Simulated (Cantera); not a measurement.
Input (Python, Cantera):

```python
import numpy as np
import cantera as ct

gas = ct.Solution("gri30.yaml")
gas.TPX = 1725, 100000, {'CH4': 1, 'C2H6': 0.14, 'O2': 1.04, 'N2': 3.9, 'H2O': 0.15}
reactor = ct.IdealGasReactor(gas, energy="on", clone=False)
net = ct.ReactorNet([reactor])
net.rtol, net.atol = 1e-08, 1e-16
show = ['CH4', 'C2H6', 'O2', 'NO2', 'HCO', 'H', 'HO2']
times = np.geomspace(1e-06, 0.4, 16)

steps = ct.SolutionArray(gas, extra=["t"])
rows = []
print(f"{'t/s':>10s}{'T/K':>9s}{'P/Pa':>11s}" + "".join(f"{s:>11s}" for s in show))
for t in times:
    while net.time < t:
        t_next = net.step()
        steps.append(gas.state, t=t_next)
    rows.append([np.interp(t, steps.t, y) for y in (steps.T, steps.P, *steps(*show).X.T)])
    print(f"{t:10.3e}{rows[-1][0]:9.1f}{rows[-1][1]:11.4g}" + "".join(f"{x:11.3e}" for x in rows[-1][2:]))
rate = np.gradient(steps.T, steps.t)
print("integrator steps:", len(steps.t))
if steps.T.max() > steps.T[0] + 200:
    print(f"time of steepest temperature rise: {steps.t[rate.argmax()]:.4e} s")
gas.TPX = 1725, 100000, {'CH4': 1, 'C2H6': 0.14, 'O2': 1.04, 'N2': 3.9, 'H2O': 0.15}
gas.equilibrate("UV")
print(f"equilibrium (UV): T = {gas.T:.1f} K  " + "  ".join(f"{s} {gas[s].X[0]:.3e}" for s in show))
```

Output:

```
       t/s      T/K       P/Pa        CH4       C2H6         O2        NO2        HCO          H        HO2
 1.000e-06   1721.8  9.985e+04  1.604e-01  2.210e-02  1.669e-01  5.596e-19  1.002e-09  2.165e-06  2.706e-06
 2.363e-06   1717.8  9.967e+04  1.603e-01  2.160e-02  1.667e-01  4.409e-17  1.450e-08  7.456e-06  1.296e-05
 5.584e-06   1710.6  9.937e+04  1.597e-01  2.038e-02  1.662e-01  4.510e-15  2.514e-07  2.798e-05  5.114e-05
 1.320e-05   1707.1  9.953e+04  1.559e-01  1.743e-02  1.636e-01  4.183e-13  3.283e-06  7.639e-05  1.183e-04
 3.118e-05   1761.3  1.043e+05  1.374e-01  9.798e-03  1.485e-01  2.085e-11  2.523e-05  1.906e-04  2.801e-04
 7.368e-05   2785.3  1.987e+05  1.057e-03  1.011e-07  1.678e-05  2.107e-09  6.214e-06  1.147e-02  2.235e-08
 1.741e-04   2740.3  1.995e+05  1.498e-07  3.127e-15  2.212e-05  7.859e-09  5.806e-07  1.649e-02  2.851e-08
 4.114e-04   2715.0  1.981e+05  8.120e-11  1.330e-21  3.083e-05  7.289e-09  6.240e-07  1.951e-02  3.883e-08
 9.722e-04   2714.7  1.981e+05  7.598e-11  1.187e-21  3.162e-05  5.592e-09  6.274e-07  1.971e-02  3.977e-08
 2.297e-03   2715.4  1.981e+05  7.466e-11  1.149e-21  3.185e-05  4.363e-09  6.283e-07  1.975e-02  4.007e-08
 5.429e-03   2715.6  1.981e+05  7.433e-11  1.140e-21  3.192e-05  4.024e-09  6.286e-07  1.976e-02  4.015e-08
 1.283e-02   2715.6  1.981e+05  7.432e-11  1.139e-21  3.192e-05  4.011e-09  6.286e-07  1.976e-02  4.016e-08
 3.031e-02   2715.6  1.981e+05  7.431e-11  1.139e-21  3.192e-05  4.011e-09  6.286e-07  1.976e-02  4.016e-08
 7.163e-02   2715.6  1.981e+05  7.431e-11  1.139e-21  3.192e-05  4.011e-09  6.286e-07  1.976e-02  4.016e-08
 1.693e-01   2715.6  1.981e+05  7.431e-11  1.139e-21  3.192e-05  4.011e-09  6.286e-07  1.976e-02  4.016e-08
 4.000e-01   2715.6  1.981e+05  7.431e-11  1.139e-21  3.192e-05  4.011e-09  6.286e-07  1.976e-02  4.016e-08
integrator steps: 1640
time of steepest temperature rise: 5.7604e-05 s
equilibrium (UV): T = 2715.6 K  CH4 8.309e-11  C2H6 1.396e-21  O2 3.192e-05  NO2 4.011e-09  HCO 6.286e-07  H 1.976e-02  HO2 4.016e-08
```

Model: GRI-Mech 3.0 (53 species, 325 reactions), integrated in Cantera.
